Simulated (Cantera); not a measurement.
Input: 1 mol Cu, 1.3 mol HF, 2.2 mol H2, equilibrated at 0.210 bar.

These are equilibrium values from Cantera (NASA tables, ideal gas, pure condensed phases), not measurements of a reactor. Candidate condensed phases: Cu, CuF2; 15 gas species. Equilibrium is a limit: real reactors are often held back by kinetics, nucleation or transport.

x: gas mole fraction; n: condensed amount in mol.

| T (K) | x H2 | x HF | x Cu | x H | x CuF | x H2F2 | x Cu2 | n Cu(s) | n Cu(l) |
|---|---|---|---|---|---|---|---|---|---|
| 1323 | 0.629 | 0.371 | 1.28e-6 | 2.74e-6 | 9.65e-7 | 4.96e-7 | 1.31e-10 | 1.000 | 0 |
| 1348 | 0.629 | 0.371 | 2.23e-6 | 4.00e-6 | 1.48e-6 | 4.74e-7 | 2.87e-10 | 1.000 | 0 |
| 1373 | 0.629 | 0.371 | 3.76e-6 | 5.76e-6 | 2.20e-6 | 4.53e-7 | 5.97e-10 | 0 | 1.000 |
| 1398 | 0.629 | 0.371 | 6.18e-6 | 8.19e-6 | 3.21e-6 | 4.35e-7 | 1.19e-9 | 0 | 1.000 |
| 1423 | 0.629 | 0.371 | ? | ? | ? | 4.17e-7 | ? | 0 | 1.000 |
| 1448 | 0.629 | 0.371 | ? | ? | ? | 4.01e-7 | ? | 0 | 1.000 |
| 1473 | 0.629 | 0.371 | 2.46e-5 | 2.19e-5 | 9.16e-6 | 3.87e-7 | 8.08e-9 | 0 | 1.000 |

Q: Some entries are withheld; supply them.

A: 
- 1448, x Cu: 1.58e-5
- 1448, x H: 1.59e-5
- 1448, x CuF: 6.54e-6
- 1448, x Cu2: 4.36e-9
- 1423, x Cu: 9.96e-6
- 1423, x H: 1.15e-5
- 1423, x CuF: 4.61e-6
- 1423, x Cu2: 2.30e-9
